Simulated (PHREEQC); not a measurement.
A solution holds 0.0057 mol/kgw RbCl and 0.051 mol/kgw Cu(NO3)2, at 20 °C. Closed to the air; pH follows from the charge balance.

The numbers come from PHREEQC with the ion-association model, wateq4f.dat.

### Question
The ionic strength comes out as 0.158 mol/kgw. What activity coefficients do CuOH+, Rb+, Cu+2, NO3-, Cl- get?

### Answer
CuOH+ 0.74, Rb+ 0.76, Cu+2 0.35, NO3- 0.72, Cl- 0.73.

This is a speciation only: nothing precipitates in the calculation. Species that the database lacks are ignored.
